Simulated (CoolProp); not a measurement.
A single-stage vapour-compression cycle with R13: evaporating at 200.15 K (dew point), condensing at 242.15 K (bubble point), superheat 2 K, subcooling 8 K, compressor efficiency 0.65, no pressure losses. Each further row changes one setting.

Model: reference Helmholtz-energy equation of state, Platzer 1990, in CoolProp. This equation is an older, rougher fit; its heat capacities, sound speeds and derivatives of the liquid may be far off and weren't checked against measurements.

```
case                              cooling COP  pressure ratio  discharge temperature (K)  refrigerating effect (kJ/kg)  volumetric capacity (kJ/m³)
--------------------------------  -----------  --------------  -------------------------  ----------------------------  ---------------------------
as stated                                2.66            5.24                      284.8                           114                         1170
evaporating temperature 205.15 K         3.16            4.14                      278.6                           116                         1480
condensing temperature 237.15 K          3.10            4.44                      276.3                           119                         1220
subcooling 13 K                          2.77            5.24                      284.8                           119                         1220
superheat 12 K                           2.63            5.24                      296.5                           120                         1150
compressor efficiency 0.55               2.25            5.24                      296.2                           114                         1170
```
